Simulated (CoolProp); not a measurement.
A single-stage vapour-compression cycle with the fluid: evaporating at 227.15 K (dew point), condensing at 262.15 K (bubble point), superheat 0 K, subcooling 8 K, compressor efficiency 0.85, no pressure losses. The same conditions are run with several fluids, on thermodynamics alone (safety and materials aside).

The numbers come from the reference Helmholtz-energy equation of state of each fluid (nitrous oxide: Lemmon 2006; C3F8 (R218): Lemmon 2006; R22: Kamei 1995; isobutene: Lemmon 2005; R115: Lemmon 2016; R142b: Lemmon 2006) in CoolProp.

```
fluid          cooling COP  pressure ratio  discharge temperature (K)  refrigerating effect (kJ/kg)  volumetric capacity (kJ/m³)
-------------  -----------  --------------  -------------------------  ----------------------------  ---------------------------
nitrous oxide         4.70            3.09                      305.3                           269                         5300
C3F8 (R218)           4.85            4.36                      262.1                          81.8                          555
R22                   5.05            4.34                      299.0                           207                          772
isobutene             5.17            5.34                      279.9                           369                          180
R115                  4.98            4.14                      263.9                           102                          641
R142b                 5.16            5.51                      283.7                           211                          193
```

The compression ends wet for: C3F8 (R218).
